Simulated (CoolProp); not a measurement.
Vapour-liquid equilibrium of R13 (1) + R11 (2) at -59.85 °C; x and y are mole fractions of (1).

Model: multi-fluid Helmholtz-energy mixture model, Platzer 1990 and Jacobsen 1992; pair parameters Bell 2016, in CoolProp. This equation is an older, rougher fit; its heat capacities, sound speeds and derivatives of the liquid may be far off and weren't checked against measurements.

| x | bubble pressure (MPa) | y at the bubble point | dew pressure at overall composition x (MPa) | liquid density (mol/L) |
|---|---|---|---|---|
| 0.05 | 0.02864 | 0.956 | 0.001363 | 12.22 |
| 0.15 | 0.07527 | 0.984 | 0.001523 | 12.43 |
| 0.25 | 0.1123 | 0.990 | 0.001726 | 12.63 |
| 0.35 | 0.1416 | 0.993 | 0.001991 | 12.83 |
| 0.45 | 0.1654 | 0.994 | 0.002352 | 13.02 |
| 0.55 | 0.1856 | 0.995 | 0.002873 | 13.20 |
| 0.65 | 0.2042 | 0.996 | 0.003690 | 13.37 |
| 0.75 | 0.2228 | 0.997 | 0.005158 | 13.52 |
| 0.85 | 0.2432 | 0.998 | 0.008566 | 13.64 |
| 0.95 | 0.2675 | 0.999 | 0.02523 | 13.71 |

No azeotrope shows between x = 0.05 and 0.95.

The pair parameters rest on a limited set of measurements; away from them the model extrapolates. With so large a gap from Raoult's law the liquid may split in two, which this calculation doesn't test in full.
